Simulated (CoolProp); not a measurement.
Aqueous ethanol as a coolant, at -7 °C, 1 atm.

Computed with CoolProp (Melinder's fits for secondary coolants).

```
mass %  freezing point (°C)  viscosity (mPa s)  Prandtl number  cp (kJ/(kg K))  density (kg/m³)
------  -------------------  -----------------  --------------  --------------  ---------------
20                    -11.1               7.88            78.2           4.380            977.2
25.5                  -15.9               9.31            95.8           4.262            972.7
31                    -21.1               10.2             108           4.107            967.0
36.5                  -26.3               10.6             114           3.939            959.7
42                    -31.3               10.3             114           3.773            950.6
47.5                  -35.7               9.71             110           3.619            940.1
```
